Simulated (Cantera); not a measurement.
What does this Cantera script print?

```python
import numpy as np
import cantera as ct

gas_names = [...]  # 91 gases of nasa_gas.yaml made of C, Cl, H
cond_names = """
    C(gr) C6H6(L) C7H8(L) C8H18(L),n-octa
""".split()


# ... load() reads the species with a 1 bar reference pressure and builds the phases ...
atoms = {
    'CCl4': {'C': 1, 'CL': 4},
    'CH4': {'C': 1, 'H': 4},
}
top_T = {'C(gr)': 4500}  # K; cautious upper limits of use, not melting points


# ... equilibrate(T, P, feed) seeds the gas with the atoms and calls Mixture.equilibrate('TP', solver="vcs", rtol=1e-11, max_steps=5000) ...
results = []
feed = {'CCl4': 1, 'CH4': 1.7}  # mol
P = 1.3  # Pa
for T in [1850, 1950, 2050, 2150, 2250, 2350, 2450, 2550, 2650]:
    mix = equilibrate(T, P, feed)
    results.append((T, P, feed, dict(zip(mix.species_names, mix.species_moles))))

top = {s: max(r[3][s] / sum(r[3][g] for g in gas_names) for r in results) for s in gas_names}
cols = sorted((s for s in top if top[s] > 0.0001), key=lambda s: -top[s])[:9]
seen = [c for c in cond_names if any(r[3].get(c, 0) > 1e-12 for r in results)]
print("log10 of partial pressures in bar; condensed amounts in mol")
print(f"{'T/K':>10s}" + "".join(f"{s[:9]:>10s}" for s in cols + seen))
for T, P, feed, n in results:
    ng = sum(n[g] for g in gas_names)
    print(f"{T:10.4g}" + "".join(f"{np.log10(max(n[s] / ng * P / 1e5, 1e-99)):10.3f}" for s in cols)
          + "".join(f"{n.get(c, 0):10.4g}" for c in seen))
```

Result:

```
log10 of partial pressures in bar; condensed amounts in mol
       T/K         H       HCL        CL        H2        C3         C        C2       C2H C2H2,acet     C(gr)
      1850    -6.007    -5.149    -5.799    -5.477   -12.296   -12.035   -13.377   -11.557    -9.059     2.699
      1950    -5.697    -5.275    -5.584    -5.513   -11.106   -10.996   -12.182   -10.763    -8.775     2.698
      2050    -5.449    -5.472    -5.443    -5.609   -10.036   -10.060   -11.105   -10.078    -8.583     2.697
      2150    -5.273    -5.754    -5.367    -5.796    -9.067    -9.211   -10.130    -9.508    -8.509     2.693
      2250    -5.171    -6.107    -5.335    -6.083    -8.187    -8.439    -9.242    -9.047    -8.558     2.677
      2350    -5.124    -6.496    -5.326    -6.439    -7.384    -7.732    -8.432    -8.673    -8.697     2.574
      2450    -5.112    -6.900    -5.331    -6.830    -6.649    -7.083    -7.688    -8.362    -8.890     2.023
      2550    -5.135    -7.332    -5.361    -7.259    -6.083    -6.523    -7.078    -8.184    -9.209         0
      2650    -5.140    -7.693    -5.368    -7.621    -6.169    -6.208    -6.919    -8.408    -9.875         0
```

Cantera equilibrium calculation (NASA polynomials, part measured and part estimated; ideal gas, pure solids and liquids).
